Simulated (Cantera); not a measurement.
Charge: 1 mol Si3N4, 0.87 mol NF3, 20 mol Cl2, held at 850 °C and 0.660 Torr.

These are equilibrium values from Cantera (NASA tables, ideal gas, pure condensed phases), not measurements of a reactor. Candidate condensed phases: Si, Si3N4; 24 gas species. Equilibrium is a limit: real reactors are often held back by kinetics, nucleation or transport.

Base state: Cl2 0.689, N2 0.114, SiCl4 0.110, Cl 0.0561, SiF4 0.0306 (mole fractions); condensed: gas only.

### Question
What changes in the equilibrium state with this change: temperature from 850 °C to 1475 °C?

### Answer
```json
[
 {"species": "Cl", "before": "0.0561", "after": "0.840"},
 {"species": "N2", "before": "0.114", "after": "0.0669"},
 {"species": "SiCl4", "before": "0.110", "after": "0.0498"},
 {"species": "Cl2", "before": "0.689", "after": "0.0103"},
 {"species": "SiCl3", "before": "1.03e-7", "after": "0.0104"},
 {"species": "SiF4", "before": "0.0306", "after": "0.0168"},
 {"species": "SiCl2", "before": "<1e-9", "after": "0.00389"},
 {"species": "SiF3", "before": "5.64e-9", "after": "0.00142"},
 {"species": "SiF2", "before": "<1e-9", "after": "4.68e-5"}
]
```
The tables' values for SiCl3, SiF3, SiF2 are old estimates; treat these amounts as uncertain.

### Question
What changes in the equilibrium state with this change: NF3 from 0.87 to 0.66 mol?

### Answer
```tsv
species	before	after
Cl2	0.689	0.689
SiCl4	0.110	0.120
N2	0.114	0.111
SiF4	0.0306	0.0237
Cl	0.0561	0.0561
```
